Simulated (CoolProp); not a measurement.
Sulfur hexafluoride along the isobar 17400 kPa: fugacity coefficient from the reference equation and from simpler models built on Tc = 45.6 °C, pc = 3755 kPa, ω = 0.210; each cubic takes its own stable root.

The numbers come from the reference Helmholtz-energy equation of state, Guder 2009 in CoolProp.

```tsv
T (°C)	phase	reference	van der Waals	Redlich-Kwong	Peng-Robinson
-32.15	liquid	0.04673	0.1398	0.06329	0.04451
-4.75	liquid	0.09887	0.1986	0.1202	0.09416
22.55	liquid	0.1734	0.2626	0.1935	0.1656
49.95	supercritical	0.2663	0.3295	0.2779	0.2550
77.25	supercritical	0.3687	0.3964	0.3663	0.3537
104.65	supercritical	0.4724	0.4619	0.4535	0.4537
131.95	supercritical	0.5692	0.5239	0.5345	0.5471
159.25	supercritical	0.6550	0.5818	0.6071	0.6305
186.65	supercritical	0.7287	0.6348	0.6707	0.7029
213.95	supercritical	0.7906	0.6824	0.7252	0.7644
241.35	supercritical	0.8425	0.7250	0.7719	0.8165
```
